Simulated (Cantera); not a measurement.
Input: 1 mol (CH3)2SiCl2, 0.15 mol C2H4, a varied amount of H2, held at 1927 °C and 1000 Pa.

Cantera equilibrium calculation (NASA polynomials, part measured and part estimated; ideal gas, pure solids and liquids). Candidate condensed phases: C, C6H6, C7H8, C8H18, Si, SiC; 109 gas species. The feed counts by its element totals alone. Gases not in the tables: Si2H6 and higher silanes. Kinetics and transport are ignored.

Which condensed phases are stable at each of these points (n(H2) (mol)): 75, 120, 160, 200, 240, 290, 330, 370, 410, 450, 500, 540, 580?


```tsv
n(H2) (mol)	condensed phases	Si condensed (%)
75	C(graphite) + SiC(s)	57.0
120	C(graphite) + SiC(s)	34.0
160	C(graphite) + SiC(s)	13.5
200	C(graphite)	0.0
240	C(graphite)	0.0
290	C(graphite)	0.0
330	C(graphite)	0.0
370	C(graphite)	0.0
410	C(graphite)	0.0
450	gas only	0.0
500	gas only	0.0
540	gas only	0.0
580	gas only	0.0
```

From 75 mol H2 to 160 mol H2 the condensed part is C(graphite) + SiC(s). From 200 mol H2 to 410 mol H2 the condensed part is C(graphite). From 450 mol H2 to 580 mol H2 nothing is condensed.
